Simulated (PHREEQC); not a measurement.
Make-up at 5.9 °C: 100 mmol/kgw KHSO4. Closed to the air; pH follows from the charge balance.

The numbers come from PHREEQC with the ion-association model, wateq4f.dat.

Q: The ionic strength comes out as 0.189 mol/kgw. What activity coefficients do H+, SO4-2, HSO4-, K+, KSO4- get?

A: H+ 0.80, SO4-2 0.31, HSO4- 0.74, K+ 0.72, KSO4- 0.76.

No solid was allowed to form. Species that the database lacks are ignored. Away from 25 °C the constants follow the database's enthalpies or fits; those with neither stay at their 25 °C values.
